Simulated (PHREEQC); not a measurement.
Dissolve 32 mmol/kgw HF and 0.082 mmol/kgw NaF at 20 °C. Closed to the air; pH follows from the charge balance.

All values are PHREEQC results (ion-association model, phreeqc.dat), not measurements.

```csv
quantity,before,after
pH,2.34,2.33
ionic strength (mol/kgw),0.00501,0.00521
HF (mol/kgw),0.0266,0.0266
F- (mol/kgw),0.00456,0.00453
NaF (mol/kgw),1.84e-7,3.65e-7
```

Question: Name the change that produced these shifts.
A. NaF from 8.2e-05 to 0.00082 mol/kgw
B. HF from 0.032 to 0.16 mol/kgw
C. HF left out
D. NaF replaced by Na2SiF6 at the same molality

Answer: D, NaF replaced by Na2SiF6 at the same molality

This is a speciation only: nothing precipitates in the calculation. SiF6-2 is the database's only silicon fluoride.
